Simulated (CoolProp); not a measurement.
Properties of dodecamethylpentasiloxane (MD3M) along the isobar 1.01 bar.

The numbers come from the reference Helmholtz-energy equation of state, Thol 2019 in CoolProp.

```
T (K)  phase  cp (kJ/(kg K))  cv (kJ/(kg K))  speed of sound (m/s)  isothermal compressibility (1/MPa)  expansivity (1/kK)
-----  -----  --------------  --------------  --------------------  ----------------------------------  ------------------
519.5    gas           1.937           1.899                 96.68                               11.01               2.835
528.7    gas           1.953           1.917                 98.34                               10.90               2.700
537.8    gas           1.970           1.934                 99.89                               10.81               2.582
546.9    gas           1.986           1.952                 101.4                               10.73               2.477
556.1    gas           2.002           1.969                 102.8                               10.67               2.382
565.2    gas           2.018           1.986                 104.2                               10.60               2.298
574.3    gas           2.035           2.003                 105.5                               10.55               2.221
583.5    gas           2.051           2.021                 106.8                               10.50               2.150
592.6    gas           2.067           2.037                 108.0                               10.46               2.086
601.7    gas           2.083           2.054                 109.2                               10.42               2.027
610.9    gas           2.099           2.070                 110.4                               10.38               1.972
620      gas           2.115           2.086                 111.6                               10.35               1.921
```
